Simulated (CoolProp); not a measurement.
Values from CoolProp's reference Helmholtz-energy equation of state, Wagner 2002.

Problem. For water, give the phase and the cp (kJ/(kg K)), cv (kJ/(kg K)), viscosity (µPa s), Prandtl number at 1000 K and 21.2 MPa.

Solution. 
- 1000 K and 21.2 MPa: gas; cp 2.63, cv 1.95, viscosity 39.0, Prandtl number 0.897

Viscosity comes from a separate model (Huber 2009). Thermal conductivity comes from a separate model (Huber 2012).
